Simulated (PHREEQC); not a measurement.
Consider water at 20 °C with 0.00096 mol/kgw HF, 0.21 mol/kgw NH4F, 4.3e-05 mol/kgw H4SiO4 and 9.3e-05 mol/kgw HCl. Closed to the air; pH follows from the charge balance.

The numbers come from PHREEQC with the ion-association model, phreeqc.dat.

The ionic strength comes out as 0.210 mol/kgw. What activity coefficients do SiF6-2, H+, Cl-, HF2-, F- get?

SiF6-2 0.30, H+ 0.80, Cl- 0.71, HF2- 0.75, F- 0.70.

No solid was allowed to form. Species that the database lacks are ignored. SiF6-2 is the database's only silicon fluoride.
